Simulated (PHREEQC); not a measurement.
## Brine

Solution (20 °C): 0.0099 mol/kgw Na2SO4, 0.39 mol/kgw MgSO4 and 0.031 mol/kgw LiCl. Closed to the air; pH follows from the charge balance.

Computed with PHREEQC (ion-association model, phreeqc.dat).

```yaml
ionic_strength: 0.670 mol/kgw
activity_of_water: 0.989
specific_conductance: 20000 µS/cm
density: 1.046 g/cm³
```

```csv
species,molality,activity,log γ
MgSO4,0.235,0.274,0.067
SO4-2,0.159,0.0294,-0.734
Mg+2,0.155,0.0454,-0.535
Cl-,0.0310,0.0196,-0.198
Li+,0.0273,0.0190,-0.159
Na+,0.0172,0.0124,-0.143
LiSO4-,0.00365,0.00243,-0.177
```

No solid was allowed to form. Complexes and solids missing from the database can't appear.
